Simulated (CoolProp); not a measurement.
A single-stage vapour-compression cycle with R407C: evaporating at 276.15 K (dew point), condensing at 318.15 K (bubble point), superheat 8 K, subcooling 8 K, compressor efficiency 0.6, no pressure losses. Each further row changes one setting.

The numbers come from the reference Helmholtz-energy equation of state, Lemmon 2003 in CoolProp. It is a pseudo-pure fit of the blend.

| case | cooling COP | pressure ratio | discharge temperature (K) | refrigerating effect (kJ/kg) | volumetric capacity (kJ/m³) |
|---|---|---|---|---|---|
| as stated | 2.85 | 3.86 | 363.3 | 163 | 3400 |
| evaporating temperature 281.15 K | 3.32 | 3.26 | ___ | 166 | ___ |
| condensing temperature 313.15 K | ___ | 3.42 | 356.0 | 171 | 3570 |
| subcooling 13 K | 2.99 | 3.86 | 363.3 | 171 | 3570 |
| superheat 18 K | 2.85 | 3.86 | ___ | 173 | 3420 |
| compressor efficiency 0.5 | 2.37 | 3.86 | ___ | 163 | 3400 |

### Question
Fill in the missing entries.

### Answer

- evaporating temperature 281.15 K, discharge temperature (K): 359.0
- evaporating temperature 281.15 K, volumetric capacity (kJ/m³): 4070
- condensing temperature 313.15 K, cooling COP: 3.28
- superheat 18 K, discharge temperature (K): 374.5
- compressor efficiency 0.5, discharge temperature (K): 373.5
